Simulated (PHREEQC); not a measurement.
A solution holds 0.24 mol H2SO4 and 0.0001 mol Na2SO4 per kg of water, at 40 °C. Closed to the air; pH follows from the charge balance.

The numbers come from PHREEQC with the ion-association model, phreeqc.dat.

```yaml
pH: 0.69
ionic_strength: 0.285 mol/kgw
activity_of_water: 0.991
specific_conductance: 109000 µS/cm
density: 1.006 g/cm³
total_alkalinity: -480 meq/kg
```

| species | molality | activity | log γ |
|---|---|---|---|
| H+ | 0.263 | 0.205 | -0.108 |
| HSO4- | 0.217 | 0.158 | -0.138 |
| SO4-2 | 0.0227 | 0.00563 | -0.606 |
| Na+ | 0.000194 | 0.000141 | -0.139 |
| NaSO4- | 6.04e-6 | 4.35e-6 | -0.143 |

Precipitation was switched off in this run. At this temperature some constants are extrapolated from 25 °C, and those without enthalpy data are left unchanged.
